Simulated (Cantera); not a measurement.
## Thermodynamics of abatement and gas-phase synthesis, feed S + H₂O + CO₂

Charge: 1 mol S, 2.9 mol H₂O, 0.0037 mol CO₂, held at 60.8 Torr.

Cantera equilibrium calculation (NASA polynomials, part measured and part estimated; ideal gas, pure solids and liquids). Candidate condensed phases: C, C₆H₆, C₇H₈, C₈H₁₈, H₂O, H₂SO₄, S; 123 gas species. The numbers say what is thermodynamically allowed, not how fast it happens.

From 1877 °C to 2477 °C nothing is condensed. The main C-bearing gas is CO throughout.

| T (°C) | log p H₂O | log p H₂ | log p SO₂ | log p H | log p SO | log p OH | log p S₂ | log p S | log p O | log p SH |
|---|---|---|---|---|---|---|---|---|---|---|
| 1877 | -1.41 | -1.64 | -2.00 | -3.20 | -2.42 | -3.86 | -2.53 | -3.37 | -5.56 | -3.10 |
| 1927 | -1.43 | -1.63 | -1.99 | -3.06 | -2.37 | -3.71 | -2.59 | -3.27 | -5.31 | -3.08 |
| 1977 | -1.44 | -1.62 | -1.99 | -2.94 | -2.32 | -3.58 | -2.65 | -3.19 | -5.06 | -3.07 |
| 2027 | -1.45 | -1.62 | -1.99 | -2.82 | -2.28 | -3.45 | -2.73 | -3.12 | -4.82 | -3.07 |
| 2077 | -1.46 | -1.61 | -2.00 | -2.71 | -2.24 | -3.32 | -2.81 | -3.05 | -4.59 | -3.07 |
| 2127 | -1.47 | -1.61 | -2.00 | -2.60 | -2.21 | -3.20 | -2.89 | -2.99 | -4.37 | -3.08 |
| 2177 | -1.49 | -1.61 | -2.01 | -2.50 | -2.18 | -3.09 | -2.99 | -2.94 | -4.16 | -3.09 |
| 2227 | -1.50 | -1.61 | -2.02 | -2.41 | -2.16 | -2.97 | -3.09 | -2.90 | -3.95 | -3.11 |
| 2277 | -1.51 | -1.62 | -2.03 | -2.31 | -2.14 | -2.87 | -3.19 | -2.86 | -3.75 | -3.13 |
| 2327 | -1.53 | -1.62 | -2.04 | -2.23 | -2.13 | -2.77 | -3.30 | -2.83 | -3.56 | -3.16 |
| 2377 | -1.54 | -1.63 | -2.05 | -2.15 | -2.11 | -2.67 | -3.40 | -2.80 | -3.37 | -3.19 |
| 2427 | -1.56 | -1.65 | -2.07 | -2.07 | -2.11 | -2.58 | -3.51 | -2.77 | -3.20 | -3.23 |
| 2477 | -1.59 | -1.66 | -2.10 | -1.99 | -2.10 | -2.50 | -3.61 | -2.75 | -3.03 | -3.26 |
log p: log10 of the partial pressure in bar; nothing condenses.
